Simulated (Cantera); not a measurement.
Input (Python, Cantera):

```python
import numpy as np
import cantera as ct

gas = ct.Solution("h2o2.yaml")
gas.TPX = 500, 16000, {'H2': 1, 'O2': 0.556, 'N2': 2.09}
flame = ct.FreeFlame(gas, width=0.14)
flame.set_refine_criteria(ratio=3, slope=0.08, curve=0.16)
flame.transport_model = "mixture-averaged"
flame.solve(loglevel=0, auto=True)
z, T = flame.grid, flame.T
thick = (T[-1] - T[0]) / np.gradient(T, z).max()
show = ['H2', 'O2', 'H2O', 'HO2', 'H2O2', 'H']
print(f"laminar burning velocity  {flame.velocity[0] * 100:.3f} cm/s")
print(f"burnt temperature         {T[-1]:.1f} K")
print(f"thermal thickness         {thick * 1e3:.4f} mm")
print(f"grid points               {len(z)}")
z0 = z[flame.heat_release_rate.argmax()]
print(f"{'z/mm':>9s}{'T/K':>9s}{'u/(m/s)':>9s}" + "".join(f"{s:>11s}" for s in show))
rows = []
for k in (-3, -2, -1.5, -1, -0.5, -0.25, 0, 0.25, 0.5, 1, 2, 4, 8):
    zz = z0 + k * thick
    rows.append([k * thick, np.interp(zz, z, T), np.interp(zz, z, flame.velocity),
                 *(np.interp(zz, z, flame.X[gas.species_index(s)]) for s in show)])
    print(f"{rows[-1][0] * 1e3:9.3f}{rows[-1][1]:9.1f}{rows[-1][2]:9.3f}" + "".join(f"{x:11.3e}" for x in rows[-1][3:]))
```

Result:

```
laminar burning velocity  416.314 cm/s
burnt temperature         2345.7 K
thermal thickness         4.7959 mm
grid points               139
     z/mm      T/K  u/(m/s)         H2         O2        H2O        HO2       H2O2          H
  -14.388    500.0    4.163  2.743e-01  1.525e-01  3.238e-16  1.487e-15 -1.408e-17  3.731e-19
   -9.592    500.0    4.163  2.743e-01  1.525e-01  2.657e-13  3.681e-12  8.261e-16  2.058e-14
   -7.194    500.0    4.163  2.743e-01  1.525e-01  1.109e-11  1.755e-10  4.667e-14  4.132e-12
   -4.796    500.0    4.163  2.743e-01  1.525e-01  4.925e-09  5.788e-08  3.528e-11  5.893e-09
   -2.398    505.4    4.202  2.728e-01  1.526e-01  2.544e-04  7.410e-05  1.329e-06  8.381e-05
   -1.199    660.0    5.403  2.482e-01  1.490e-01  1.292e-02  5.479e-05  4.481e-06  6.029e-03
    0.000   1085.4    8.590  1.263e-01  1.059e-01  1.066e-01  2.000e-05  9.150e-07  5.056e-02
    1.199   1371.2   10.723  4.309e-02  5.046e-02  2.026e-01  8.273e-06  1.092e-06  7.114e-02
    2.398   1496.3   11.619  3.744e-02  4.279e-02  2.162e-01  6.028e-06  8.028e-07  6.312e-02
    4.796   1637.3   12.595  3.771e-02  3.924e-02  2.246e-01  4.590e-06  4.628e-07  5.051e-02
    9.592   1789.7   13.616  3.654e-02  3.565e-02  2.349e-01  3.417e-06  2.400e-07  3.761e-02
   19.184   1944.1   14.617  3.328e-02  3.194e-02  2.472e-01  2.479e-06  1.292e-07  2.580e-02
   38.368   2090.2   15.535  2.810e-02  2.830e-02  2.609e-01  1.830e-06  8.006e-08  1.608e-02
```

Cantera simulation using the H2/O2 subset of GRI-Mech 3.0, which has no nitrogen chemistry; the numbers are that mechanism's predictions, not measurements. Burning velocities carry a grid error of a few per cent, more on coarse grids.
